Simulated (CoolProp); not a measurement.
n-perfluorobutane along the isobar 2.59 MPa: fugacity coefficient from the reference equation and from simpler models built on Tc = 386.3 K, pc = 2.322 MPa, ω = 0.372; each cubic takes its own stable root.

Computed with CoolProp (reference Helmholtz-energy equation of state, Gao 2022).

```csv
T (K),phase,reference,van der Waals,Redlich-Kwong,Soave-Redlich-Kwong,Peng-Robinson
289.5,liquid,0.08372,0.2571,0.1414,0.08460,0.08206
300.9,liquid,0.1181,0.2982,0.1825,0.1196,0.1156
312.4,liquid,0.1612,0.3420,0.2298,0.1635,0.1577
323.9,liquid,0.2130,0.3877,0.2824,0.2163,0.2083
335.3,liquid,0.2728,0.4343,0.3390,0.2772,0.2667
346.8,liquid,0.3409,0.4823,0.3996,0.3465,0.3332
358.3,liquid,0.4159,0.5306,0.4626,0.4220,0.4059
369.7,liquid,0.4952,0.5781,0.5257,0.5009,0.4819
381.2,liquid,0.5772,0.6246,0.5879,0.5805,0.5588
392.7,supercritical,0.6521,0.6676,0.6439,0.6507,0.6267
404.1,supercritical,0.6955,0.6998,0.6807,0.6932,0.6682
415.6,supercritical,0.7289,0.7237,0.7090,0.7268,0.7013
427.1,supercritical,0.7569,0.7440,0.7332,0.7556,0.7297
438.5,supercritical,0.7811,0.7617,0.7543,0.7805,0.7546
450,supercritical,0.8026,0.7778,0.7733,0.8030,0.7770
```
